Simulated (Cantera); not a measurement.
**Premixed flame**

A freely propagating, adiabatic, planar premixed flame of 7.94 % CH4, 15.9 % O2, 76.2 % N2, equivalence ratio 1.0, unburnt at 325 K and 200000 Pa; multicomponent transport, grid criteria slope 0.08 and curve 0.16, no radiation.

Computed with Cantera and GRI-Mech 3.0 (53 species, 325 reactions). Burning velocities carry a grid error of a few per cent, more on coarse grids.

| z (mm) | T (K) | u (m/s) | x CH4 | x O2 | x C2H2 | x CO | x H2O2 | x HCO |
|---|---|---|---|---|---|---|---|---|
| -1.30 | 325 | 0.179 | 0.0793 | 0.159 | <1e-8 | 3.29e-6 | 1.88e-8 | <1e-8 |
| -0.867 | 329 | 0.182 | 0.0791 | 0.158 | 3.90e-8 | 4.68e-5 | 2.67e-7 | <1e-8 |
| -0.650 | 342 | 0.189 | 0.0783 | 0.157 | 2.37e-7 | 0.000231 | 1.30e-6 | <1e-8 |
| -0.433 | 435 | 0.242 | 0.0734 | 0.151 | 2.54e-6 | 0.00173 | 8.38e-6 | <1e-8 |
| -0.217 | 879 | 0.493 | 0.0492 | 0.115 | 2.31e-5 | 0.0109 | 2.75e-5 | 2.98e-8 |
| -0.108 | 1271 | 0.716 | 0.0261 | 0.0776 | 5.27e-5 | 0.0209 | 1.63e-5 | 1.58e-6 |
| 0 | 1650 | 0.931 | 0.00442 | 0.0355 | 8.50e-5 | 0.0291 | 8.97e-7 | 1.22e-5 |
| 0.108 | 1792 | 1.01 | 9.02e-5 | 0.0164 | 4.19e-6 | 0.0218 | 4.39e-7 | 1.44e-6 |
| 0.217 | 1845 | 1.03 | 9.20e-7 | 0.0118 | 3.23e-8 | 0.0154 | 3.60e-7 | 4.47e-8 |
| 0.433 | 1903 | 1.06 | <1e-8 | 0.00881 | <1e-8 | 0.0111 | 2.44e-7 | 1.23e-8 |
| 0.867 | 1955 | 1.09 | <1e-8 | 0.00637 | <1e-8 | 0.00846 | 1.49e-7 | <1e-8 |
| 1.73 | 1993 | 1.11 | <1e-8 | 0.00447 | <1e-8 | 0.00621 | 8.77e-8 | <1e-8 |
| 3.47 | 2017 | 1.12 | <1e-8 | 0.00317 | <1e-8 | 0.00447 | 5.13e-8 | <1e-8 |
x: mole fraction of selected species; z is measured from the peak of heat release.

| Property | Result |
|---|---|
| laminar burning velocity | 17.9 cm/s |
| thermal thickness | 0.433 mm |
| peak x(C2H2) | 9.07e-5 |
| peak x(CO) | 0.0291 |
| peak x(H2O2) | 2.79e-5 |
| peak x(HCO) | 1.23e-5 |
